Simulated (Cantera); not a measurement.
**Diamond growth**

A diamond (100) surface in a fixed gas of H2 with x(CH4) = 0.0063, x(H) = 0.0081, x(CH3) = 0.00023, at 975 K; coverages are run to steady state.

Computed with Cantera and the Harris–Goodwin 1993 mechanism for the reconstructed diamond (100) surface.

```csv
P (Pa),growth (µm/h),θ c6HH,θ c6H*,θ c6*H,θ c6**,θ c6HM
610,0.588,0.607,0.0158,0.348,0.00790,0.0153
1100,1.10,0.607,0.0158,0.348,0.00790,0.0159
2100,2.16,0.607,0.0158,0.348,0.00790,0.0163
4000,4.17,0.606,0.0159,0.348,0.00790,0.0165
7400,7.77,0.606,0.0159,0.348,0.00790,0.0167
14000,14.8,0.606,0.0160,0.347,0.00792,0.0167
26000,27.5,0.606,0.0162,0.347,0.00794,0.0168
48000,51.0,0.606,0.0166,0.347,0.00799,0.0168
```
θ: site fractions in the mechanism's names (c6HH fully hydrogenated, c6H* and c6*H radical sites, c6** diradical, c6HM methylated).
